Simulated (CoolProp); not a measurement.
Model: reference Helmholtz-energy equation of state, Span 2003, in CoolProp. It is a short technical equation, of lower accuracy than the large ones.

Task: Give the vapour pressure (MPa), vapour density (kg/m³), surface tension (mN/m) of saturated n-heptane at 323.5, 530.2 K.

Result: 
```json
[
 {"T (K)": "323.5", "p (MPa)": "0.0192", "vapour density (kg/m³)": "0.725", "surface tension (mN/m)": "17.2"},
 {"T (K)": "530.2", "p (MPa)": "2.38", "vapour density (kg/m³)": "122", "surface tension (mN/m)": "0.356"}
]
```

Surface tension comes from a separate correlation (Mulero 2012).
